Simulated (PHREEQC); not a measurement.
A solution holds 0.024 mol/kgw NH4HF2 and 0.1 mol/kgw H2SiF6, at 70 °C. Closed to the air; pH follows from the charge balance.

All values are PHREEQC results (ion-association model, phreeqc.dat), not measurements.

No solid was allowed to form.

Task: Estimate the pH, density.

Result: pH 0.87; density 0.988 g/cm³.

Task: In which forms is F present?

Result: SiF6-2 92 %, HF 8.0 % of the F.

Examples of supersaturated solids here: Quartz (slow to form). Others may be too. Species that the database lacks are ignored. Constants without temperature data keep their 25 °C values here. SiF6-2 is the database's only silicon fluoride.
